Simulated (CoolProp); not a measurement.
Properties of the fluoroketone C6F12O (FK-5-1-12) along the isobar 2260 kPa (Tc = 441.8 K, pc = 1869 kPa, ω = 0.471).

The numbers come from the reference Helmholtz-energy equation of state, McLinden 2015 in CoolProp.

| T (K) | phase | cv (kJ/(kg K)) | Joule-Thomson coefficient (K/MPa) |
|---|---|---|---|
| 391.2 | liquid | 0.9665 | 0.2275 |
| 396.1 | liquid | 0.9722 | 0.2984 |
| 401 | liquid | 0.9781 | 0.3826 |
| 405.9 | liquid | 0.9842 | 0.4843 |
| 410.9 | liquid | 0.9906 | 0.6123 |
| 415.8 | liquid | 0.9971 | 0.7709 |
| 420.7 | liquid | 1.004 | 0.9770 |
| 425.6 | liquid | 1.011 | 1.256 |
| 430.5 | liquid | 1.019 | 1.654 |
| 435.4 | liquid | 1.028 | 2.268 |
| 440.3 | liquid | 1.039 | 3.335 |
| 445.2 | supercritical | 1.053 | 5.620 |
| 450.1 | supercritical | 1.080 | 12.32 |
| 455 | supercritical | 1.093 | 20.14 |
